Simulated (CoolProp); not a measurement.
A simple Rankine cycle with R236FA: condensing at 327.15 K, boiler at 2.55 MPa, turbine inlet 388.7 K, turbine efficiency 0.75, pump efficiency 0.8, no recuperator. Each further row changes one setting.

Computed with CoolProp (reference Helmholtz-energy equation of state, Pan 2012).

```csv
case,thermal efficiency (%),net work (kJ/kg),heat in (kJ/kg),turbine exit temperature (K),volume ratio over the turbine
as stated,8.2,12.5,153,340.5,?
condensing temperature 319.15 K,?,15.1,163,335.4,6.91
boiler pressure 1.78 MPa,?,11.5,172,361.3,3.06
turbine efficiency 0.65,6.9,10.6,153,?,5.51
```

Q: Some entries are withheld; supply them.

A: 
- as stated, volume ratio over the turbine: 5.46
- condensing temperature 319.15 K, thermal efficiency (%): 9.2
- boiler pressure 1.78 MPa, thermal efficiency (%): 6.7
- turbine efficiency 0.65, turbine exit temperature (K): 342.4
